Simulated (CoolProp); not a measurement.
20 sccm (0 °C, 1 atm) of nitrogen bubbles through liquid octamethyltrisiloxane (MDM) at 358.5 K and leaves saturated at a total pressure of 0.146 MPa (ideal gas phase). Each further row changes one setting.

Computed with CoolProp (reference Helmholtz-energy equation of state, Thol 2017).

```csv
case,vapour pressure (kPa),mole fraction of vapour,delivery (mg/min),delivery (sccm),change of delivery for a bath 1 K warmer (%)
as stated,11.3,…,17.8,1.68,…
bath temperature 363.5 K,13.8,0.0948,22.1,2.09,4.4
total pressure 0.292 MPa,11.3,0.0388,8.52,0.808,…
```

Fill in the missing entries.


- as stated, mole fraction of vapour: 0.0776
- as stated, change of delivery for a bath 1 K warmer (%): 4.5
- total pressure 0.292 MPa, change of delivery for a bath 1 K warmer (%): 4.3
